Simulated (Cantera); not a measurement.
An isothermal, constant-pressure homogeneous reactor starts with NH3 : N2 = 1 : 0.31 (molar parts), at 2000 K and 1.30 bar. Integrator tolerance rtol = 1e-08.

Detailed kinetics in Cantera: the gas-phase N/H chemistry of the illustrative SiF4/NH3 mechanism in the Surface Chemkin manual (1991). Walls and surfaces, which speed up NH3 decomposition in real reactors, are not modelled.

What does this change do: temperature 2000 to 1525 K?


| quantity | before | after |
|---|---|---|
| x(NH3) at 200 s | 8.09e-6 (gas-phase equilibrium 8.04e-6) | 0.0790 (gas-phase equilibrium 2.28e-5) |
| x(H2) at 200 s | 0.648 (gas-phase equilibrium 0.648) | 0.582 (gas-phase equilibrium 0.649) |
| x(N2) at 200 s | 0.350 (gas-phase equilibrium 0.350) | 0.339 (gas-phase equilibrium 0.351) |
| x(N) at 200 s | 4.69e-10 (gas-phase equilibrium 4.66e-10) | 2.10e-10 (gas-phase equilibrium <1e-12) |
| x(H) at 200 s | 0.00116 (gas-phase equilibrium 0.00116) | 1.53e-5 (gas-phase equilibrium 1.68e-5) |
